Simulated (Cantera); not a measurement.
B2O3 + NH3 + N2 (boron, boron nitride and boron oxide)

A closed system holds: 1 mol B2O3, 0.31 mol NH3, 2.2 mol N2, held at 1627 °C and 31.5 Torr.

These are equilibrium values from Cantera (NASA tables, ideal gas, pure condensed phases), not measurements of a reactor. Candidate condensed phases: B, BN, B2O3, B3O3H3, H2O; 39 gas species. Rates play no part.

```json
{
 "x(N2)": "0.615",
 "x(B2O3)": "0.215",
 "x(H2)": "0.0883",
 "x(HBO2)": "0.0450",
 "x(HBO)": "0.0184",
 "x(B2O2)": "0.0122",
 "x(BO)": "0.00384",
 "x(H)": "0.00115",
 "x(H2O)": "0.000832",
 "gas_amount": "3.830 mol",
 "log10 activity of B(s) (absent)": "-2.61",
 "log10 activity of B3O3H3(s) (absent)": "-12.53"
}
```
